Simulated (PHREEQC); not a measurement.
Solution (25 °C and 10 atm): 0.027 mol NaHCO3 per kg of water. Closed to the air; pH follows from the charge balance.

Equilibrium calculation in PHREEQC: ion-association model, phreeqc.dat.

```json
{
 "pH": "8.15",
 "ionic_strength": "0.0269 mol/kgw",
 "specific_conductance": "2260 µS/cm",
 "total_alkalinity": "27.0 meq/kg"
}
```

```json
[
 {"species": "Na+", "molality": "0.0266", "activity": "0.0229", "log γ": "-0.066"},
 {"species": "HCO3-", "molality": "0.0260", "activity": "0.0224", "log γ": "-0.065"},
 {"species": "CO2", "molality": "0.000350", "activity": "0.000352", "log γ": "0.003"},
 {"species": "NaHCO3", "molality": "0.000289", "activity": "0.000290", "log γ": "0.003"},
 {"species": "CO3-2", "molality": "0.000273", "activity": "0.000151", "log γ": "-0.259"},
 {"species": "NaCO3-", "molality": "7.48e-5", "activity": "6.40e-5", "log γ": "-0.068"},
 {"species": "OH-", "molality": "1.70e-6", "activity": "1.44e-6", "log γ": "-0.070"},
 {"species": "H+", "molality": "8.03e-9", "activity": "7.05e-9", "log γ": "-0.056"},
 {"species": "(CO2)2", "molality": "2.26e-9", "activity": "2.28e-9", "log γ": "0.003"}
]
```

This is a speciation only: nothing precipitates in the calculation. Complexes and solids missing from the database can't appear.
